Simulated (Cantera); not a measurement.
Charge: 1 mol AlBr₃, 5.7 mol H₂O, 17 mol H₂, equilibrated at 1998 K and 100000 Pa.

These are equilibrium values from Cantera (NASA tables, ideal gas, pure condensed phases), not measurements of a reactor. Candidate condensed phases: Al, AlBr₃, Al₂O₃, Br₂, H₂O; 25 gas species. Gases not in the tables: Al(OH)₃. Rates play no part.

Base state: H₂ 0.702, H₂O 0.173, HBr 0.118, Br 0.00550, H 0.00134, OH 3.29e-5 (mole fractions); condensed: Al₂O₃(s).

Problem. What changes in the equilibrium state with this change: pressure from 100000 Pa to 1330 Pa?

Solution. 
```tsv
species	before	after
H₂	0.702	0.698
H₂O	0.173	0.169
HBr	0.118	0.0862
Br	0.00550	0.0349
H	0.00134	0.0116
OH	3.29e-5	0.000280
Al₂O₃(s), mol	0.500	0.500
```

Problem. What changes in the equilibrium state with this change: AlBr₃ replaced by Al(CH₃)₃?

Solution. 
```tsv
species	before	after
H₂	0.702	0.861
CO	0	0.0983
H₂O	0.173	0.0387
HBr	0.118	0
Br	0.00550	0
CO₂	0	0.000967
OH	3.29e-5	6.66e-6
H	0.00134	0.00149
Al₂O₃(s), mol	0.500	0.500
```
The feed counts by its element totals alone. Further candidate phases: C, C₆H₆, C₇H₈, C₈H₁₈.

Problem. What changes in the equilibrium state with this change: pressure from 100000 Pa to 15.0 Pa?

Solution. 
```
species         before     after
-------------  -------  --------
H₂               0.702     0.628
H₂O              0.173     0.154
H              0.00134     0.104
HBr              0.118    0.0222
Br             0.00550    0.0895
AlBr           7.22e-7   1.19e-5
O              4.61e-8  0.000305
O₂             4.90e-9   3.22e-5
OH             3.29e-5   0.00253
Al₂O₃(s), mol    0.500     0.500
```
